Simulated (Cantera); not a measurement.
A closed system holds: 1 mol B2O3, 2.9 mol HF, 21 mol H2, equilibrated at 1000 °C and 0.980 bar.

Method: chemical equilibrium by Gibbs-energy minimisation in Cantera with the NASA 1993 tables (ideal gas, pure condensed phases). Candidate condensed phases: B, B2O3, B3O3H3, H2O; 43 gas species. Gases not in the tables: H3BO3. Kinetics and transport are ignored.

Base state: H2 0.889, HF 0.0449, H2O 0.0386, BF3 0.0223, B3O3F3 0.00305, BOF 0.00170, HBO2 0.000438, (HBO2)3 6.77e-5 (mole fractions); condensed: B2O3(l).

Q: What changes in the equilibrium state with this change: pressure from 0.980 bar to 0.0100 bar?

A: 
```csv
species,before,after
H2,0.889,0.870
HF,0.0449,0.0612
H2O,0.0386,0.0277
BOF,0.00170,0.0270
BF3,0.0223,0.00936
(HBO2)3,6.77e-5,4.15e-6
HBO,1.04e-6,1.19e-5
HBO2,0.000438,0.00367
BHF2,5.87e-5,1.77e-5
B3O3F3,0.00305,0.00128
"B2O3(l), mol",0.600,0.470
```

Q: What changes in the equilibrium state with this change: H2 from 21 to 0.56 mol?

A: 
```csv
species,before,after
H2O,0.0386,0.327
HF,0.0449,0.268
BF3,0.0223,0.193
H2,0.889,0.179
B3O3F3,0.00305,0.0264
(HBO2)3,6.77e-5,0.00167
BHF2,5.87e-5,1.71e-5
"B2O3(l), mol",0.600,0.561
```
